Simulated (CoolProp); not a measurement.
Vapour-liquid equilibrium of trans-2-butene (1) + acetone (2) at 331.7 K; x and y are mole fractions of (1).

The numbers come from the multi-fluid Helmholtz-energy mixture model, Lemmon 2005 and Lemmon 2006; pair parameters Bell 2016 in CoolProp.

| x | bubble pressure (MPa) | y at the bubble point | dew pressure at overall composition x (MPa) | liquid density (mol/L) |
|---|---|---|---|---|
| 0.05 | 0.1717 | 0.374 | 0.1158 | 12.66 |
| 0.15 | 0.2756 | 0.634 | 0.1289 | 12.30 |
| 0.25 | 0.3542 | 0.733 | 0.1451 | 11.95 |
| 0.35 | 0.4117 | 0.785 | 0.1658 | 11.61 |
| 0.45 | 0.4537 | 0.818 | 0.1932 | 11.28 |
| 0.55 | 0.4859 | 0.843 | 0.2311 | 10.97 |
| 0.65 | 0.5131 | 0.866 | 0.2863 | 10.69 |
| 0.75 | 0.5386 | 0.891 | 0.3717 | 10.42 |
| 0.85 | 0.5641 | 0.923 | 0.4942 | 10.19 |
| 0.95 | 0.5893 | 0.969 | 0.5803 | 9.990 |

No azeotrope shows between x = 0.05 and 0.95.

The pair parameters rest on a limited set of measurements; away from them the model extrapolates. With so large a gap from Raoult's law the liquid may split in two, which this calculation doesn't test in full.
